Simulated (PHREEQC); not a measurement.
1 kg of water holding 110 mmol/kgw K2CO3 meets 20 L of dry gas (CO2 0.32, H2 0.68 by moles) at fixed total pressure, at 40 °C; fugacities by Peng-Robinson. The gases take part in no redox reaction, some water evaporates into the gas, and hydrates or a liquid gas phase aren't modelled. No solid was allowed to form.

Computed with PHREEQC (ion-association model, phreeqc.dat).

| P (atm) | dissolved CO2 (all carbonate carbon) (mol/kgw) | φ of CO2 | p of CO2 (atm) | dissolved H2 (mol/kgw) | φ of H2 |
|---|---|---|---|---|---|
| 2 | 0.231 | 0.994 | 0.507 | 0.00101 | 1.001 |
| 5 | 0.252 | 0.984 | 1.45 | 0.00246 | 1.003 |
| 10 | 0.286 | 0.968 | 3.02 | 0.00487 | 1.006 |
| 20 | 0.349 | 0.938 | 6.17 | 0.00965 | 1.012 |
| 30 | 0.406 | 0.909 | 9.32 | 0.0144 | 1.018 |
| 40 | 0.459 | 0.882 | 12.5 | 0.0191 | 1.025 |
| 50 | 0.507 | 0.855 | 15.6 | 0.0237 | 1.031 |
| 75 | 0.611 | 0.795 | 23.6 | 0.0351 | 1.048 |
| 100 | 0.694 | 0.742 | 31.5 | 0.0462 | 1.065 |
| 150 | 0.812 | 0.655 | 47.4 | 0.0677 | 1.101 |
| 200 | 0.887 | 0.589 | 63.3 | 0.0882 | 1.138 |
| 300 | 0.969 | 0.501 | 95.2 | 0.126 | 1.212 |
| 400 | 1.01 | 0.451 | 127 | 0.160 | 1.287 |

At this temperature some constants are extrapolated from 25 °C, and those without enthalpy data are left unchanged.
